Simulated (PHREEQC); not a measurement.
1 g of hydrous ferric oxide (600 m²/g; 0.2 weak and 0.005 strong sites per Fe, Dzombak-Morel constants, diffuse double layer) in 1 kg of water with 0.005 mol/kgw of an inert sodium salt and 5.6e-05 mol/kgw NiCl2, at 25 °C; the pH is set by adding NaOH or the inert anion's acid. Oxygen alone is held at its pressure in air (log pO2 = -0.68). No CO2 enters from the air. Precipitation was switched off in this run.

Base run: PHREEQC, ion-association model, wateq4f.dat. Each further column changes one thing. The table gives surface potential ψ (mV).

```
pH   base  background salt from 0.005 to 0.0005 mol/kgw  oxide from 1 to 5 g/kgw  0.00045 mol/kgw NaF added
---  ----  --------------------------------------------  -----------------------  -------------------------
4     192                                           210                      187                        180
5     158                                           170                      156                        144
5.5   137                                           146                      136                        122
6.5    90                                            95                       89                         79
7.5    37                                            38                       35                         33
8.5   -19                                           -20                      -21                        -20
9     -47                                           -49                      -49                        -47
10   -100                                          -105                     -102                       -100
```
